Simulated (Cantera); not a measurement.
A perfectly stirred reactor is fed with C₂H₆ : N₂ = 1 : 27 (molar parts), at 0.220 bar; it is held at 1825 K, and followed from long to short residence time.

Model: GRI-Mech 3.0 (53 species, 325 reactions), integrated in Cantera. GRI-Mech 3.0 stops at C3 and has no aromatics, soot or wall deposition, so with more carbon than oxygen in the feed, carbon stays in small species such as C2H2 where larger ones or solid carbon would form.

**Question.** What does this change do: temperature 1825 to 1525 K?

**Answer.** 
```
quantity                  before     after
----------------------  --------  --------
x(C₂H₆) at τ = 0.940 s   1.64e-6   4.31e-5
x(HCN) at τ = 0.940 s   0.000252   7.61e-7
x(H₂) at τ = 0.940 s      0.0644    0.0566
x(CH₂) at τ = 0.940 s    6.57e-7   4.48e-8
x(H) at τ = 0.940 s     0.000304   3.62e-5
x(C₂H₆) at τ = 5.90 ms  0.000178   0.00254
x(HCN) at τ = 5.90 ms    5.46e-5   4.10e-7
x(H₂) at τ = 5.90 ms      0.0555    0.0394
x(CH₂) at τ = 5.90 ms    1.09e-5   1.01e-6
x(H) at τ = 5.90 ms     0.000611  0.000102
```

**Question.** What does this change do: N2 27 to 7 parts?

**Answer.** 
```
quantity                  before     after
----------------------  --------  --------
x(C₂H₆) at τ = 0.940 s   1.64e-6   4.17e-6
x(HCN) at τ = 0.940 s   0.000252   9.80e-5
x(H₂) at τ = 0.940 s      0.0644     0.193
x(CH₂) at τ = 0.940 s    6.57e-7   6.42e-7
x(H) at τ = 0.940 s     0.000304  0.000485
x(C₂H₆) at τ = 5.90 ms  0.000178  0.000459
x(HCN) at τ = 5.90 ms    5.46e-5   1.90e-5
x(H₂) at τ = 5.90 ms      0.0555     0.163
x(CH₂) at τ = 5.90 ms    1.09e-5   1.05e-5
x(H) at τ = 5.90 ms     0.000611  0.000868
```
